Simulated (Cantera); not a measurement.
Charge: 1 mol CH₂F₂, 0.34 mol CH₄, 0.11 mol H₂, at 2198 K and 12.0 mbar.

Equilibrium computed with Cantera from the NASA thermochemical tables; the gas is ideal and each condensed phase is pure. Candidate condensed phases: C, C₆H₆, C₇H₈, C₈H₁₈; 95 gas species. Rates play no part.

Base state: HF 0.707, H₂ 0.266, H 0.0262, C₂H₂ (acetylene) 0.000673, F 5.96e-5 (mole fractions); condensed: C(graphite).

Question: What changes in the equilibrium state with this change: temperature from 2198 K to 1275 K?

Answer: 
```tsv
species	before	after
HF	0.707	0.717
H₂	0.266	0.283
H	0.0262	3.58e-6
F	5.96e-5	<1e-9
C₂H₂ (acetylene)	0.000673	1.09e-7
C(graphite), mol	1.34	1.34
```

Question: What changes in the equilibrium state with this change: temperature from 2198 K to 2450 K?

Answer: 
```csv
species,before,after
HF,0.707,0.685
H₂,0.266,0.225
H,0.0262,0.0871
C₃,1.93e-7,1.87e-5
C₂H,2.29e-6,4.90e-5
CF,6.71e-7,1.35e-5
"C(graphite), mol",1.34,1.33
```

Question: What changes in the equilibrium state with this change: CH₂F₂ replaced by CCl₄?

Answer: 
| species | before | after |
|---|---|---|
| Cl | 0 | 0.603 |
| HCl | 0 | 0.393 |
| Cl₂ | 0 | 0.00202 |
| HF | 0.707 | 0 |
| H₂ | 0.266 | 0.000580 |
| H | 0.0262 | 0.00122 |
| F | 5.96e-5 | 0 |
| C₂H₂ (acetylene) | 0.000673 | 1.47e-6 |
| C(graphite), mol | 1.34 | 1.34 |
